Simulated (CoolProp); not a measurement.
A Linde-Hampson liquefier for nitrogen: isothermal reversible compression at 290 K from 1 atm to 25 MPa, throttling to 1 atm, return gas leaving the recuperator 5 K below the feed. Each further row changes one setting.

Computed with CoolProp (reference Helmholtz-energy equation of state, Span 2000).

| case | liquid yield per pass | compression work (kJ/kg of gas) |
|---|---|---|
| as stated | 0.081 | 475 |
| high pressure 50 MPa | ___ | ___ |
| warm-end temperature 320 K | ___ | 528 |
| warm-end gap 10 K | 0.069 | 475 |

Problem. What belongs in the gaps?

Solution. 
- high pressure 50 MPa, liquid yield per pass: 0.087
- high pressure 50 MPa, compression work (kJ/kg of gas): 547
- warm-end temperature 320 K, liquid yield per pass: 0.056
